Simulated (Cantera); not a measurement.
**Thermodynamics of carbon deposition, reforming and gasification, feed C2H2 + H2**

Feed: 1 mol C2H2, 28 mol H2, at 1.00 Torr.

Cantera equilibrium calculation (NASA polynomials, part measured and part estimated; ideal gas, pure solids and liquids). Candidate condensed phases: C, C6H6, C7H8, C8H18; 76 gas species. Equilibrium is a limit: real reactors are often held back by kinetics, nucleation or transport.

```tsv
T (°C)	x H2	x H	x C2H2 (acetylene)	x C3	x C2H	x C	x C2	n C(graphite)
1477	0.994	0.00635	0.000114	1.78e-11	5.14e-9	4.82e-11	1.46e-12	1.99
1577	0.985	0.0146	0.000258	3.80e-10	4.12e-8	6.93e-10	3.15e-11	1.98
1677	0.969	0.0309	0.000529	5.87e-9	2.66e-7	7.56e-9	4.93e-10	1.97
1777	0.939	0.0602	0.000997	6.91e-8	1.41e-6	6.53e-8	5.89e-9	1.94
1877	0.889	0.109	0.00172	6.42e-7	6.34e-6	4.61e-7	5.56e-8	1.89
1977	0.814	0.183	0.00272	4.87e-6	2.44e-5	2.73e-6	4.29e-7	1.82
2077	0.708	0.287	0.00391	3.10e-5	8.11e-5	1.39e-5	2.78e-6	1.72
2177	0.577	0.418	0.00503	0.000168	0.000235	6.19e-5	1.54e-5	1.59
2277	0.431	0.561	0.00574	0.000799	0.000594	0.000245	7.43e-5	1.37
```
x: gas mole fraction; n: condensed amount in mol.

From 1477 °C to 2277 °C the condensed part is C(graphite). The main C-bearing gas is C2H2 (acetylene) throughout. The share of C in condensed phases is highest at 1477 °C (99.7 %) and lowest at 2277 °C (68.5 %).
